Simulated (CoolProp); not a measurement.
Vapour pressure (bar) of fluorine: the reference equation beside estimates from Tc = -128.7 °C, pc = 52.40 bar, ω = 0.045.

The numbers come from the reference Helmholtz-energy equation of state, de Reuck 1990 in CoolProp.

```tsv
T (°C)	reference	Redlich-Kwong	Soave-Redlich-Kwong	Peng-Robinson
-189.95	0.8168	0.6912	[?]	0.8563
-186.25	1.248	[?]	[?]	1.297
-182.55	1.837	1.688	1.858	1.894
-178.85	2.617	2.475	[?]	2.682
-175.15	3.624	3.506	[?]	3.695
-171.45	4.893	4.819	[?]	4.970
-167.75	6.463	6.454	6.551	6.547
-164.05	8.371	8.449	8.493	8.465
```

**Question.** Fill in the missing entries.

**Answer.** 
- -189.95, Soave-Redlich-Kwong: 0.8258
- -186.25, Redlich-Kwong: 1.106
- -186.25, Soave-Redlich-Kwong: 1.262
- -178.85, Soave-Redlich-Kwong: 2.648
- -175.15, Soave-Redlich-Kwong: 3.668
- -171.45, Soave-Redlich-Kwong: 4.956

Absolute difference from the reference over all 8 rows, mean and median: Redlich-Kwong 5.8 and 4.3 %, Soave-Redlich-Kwong 1.2 and 1.2 %, Peng-Robinson 2.5 and 2.2 %.
